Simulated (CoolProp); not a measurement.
Hexamethyldisiloxane (MM) at several states: density (kg/m³) from the reference equation and from simpler models built on Tc = 245.6 °C, pc = 1.931 MPa, ω = 0.418; each cubic takes its own stable root.

Model: reference Helmholtz-energy equation of state, Thol 2016, in CoolProp.

```csv
T (°C),p (MPa),phase,reference
78.15,0.175,liquid,701.6
289.65,0.272,gas,9.816
-63.15,0.253,liquid,850.2
```

Task: How far does each simpler model (van der Waals, Redlich-Kwong, Soave-Redlich-Kwong, Peng-Robinson) lie from the reference over these 3 states: mean and median of the absolute difference, and the worst?

Result: 
- van der Waals: mean 46.6 %, median 41.0 %, worst -98.5 % at 78.15 °C and 0.175 MPa
- Redlich-Kwong: mean 8.1 %, median 12.2 %, worst -12.2 % at -63.15 °C and 0.253 MPa
- Soave-Redlich-Kwong: mean 5.5 %, median 6.5 %, worst -9.9 % at -63.15 °C and 0.253 MPa
- Peng-Robinson: mean 2.3 %, median 1.0 %, worst +5.7 % at 78.15 °C and 0.175 MPa

At some of these states van der Waals gives the other phase, because its saturation line lies elsewhere.
